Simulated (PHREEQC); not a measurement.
A column of 0.5 m (30 cells, dispersivity 0.018 m, 720 s a shift, diffusion coefficient 3e-10 m²/s) holds 0.041 eq of the database's cation exchanger X per kg of pore water, first in equilibrium with 0.0015 mol/kgw MgSO4, 0.099 mol/kgw NaCl and 1e-05 mol/kgw HCl. It is flushed with 0.0081 mol/kgw Na2SO4, 0.0013 mol/kgw CdCl2, 0.033 mol/kgw MnCl2 and 1e-05 mol/kgw HCl, at 40 °C. Values are for the last cell. The system is closed to CO2. Precipitation was switched off in this run.

Equilibrium calculation in PHREEQC: ion-association model, phreeqc.dat.

### Question
Predict Mn in solution (mol/kgw), Mg in solution (mol/kgw) at pore volumes = 0.5167, 1.117, 1.717, 2.517, 2.617.

### Answer
| pore volumes | Mn in solution (mol/kgw) | Mg in solution (mol/kgw) |
|---|---|---|
| 0.5167 | 4.80e-13 | 0.00150 |
| 1.117 | 0.000738 | 0.00288 |
| 1.717 | 0.0243 | 0.00537 |
| 2.517 | 0.0320 | 0.000931 |
| 2.617 | 0.0323 | 0.000724 |

Constants without temperature data keep their 25 °C values here.
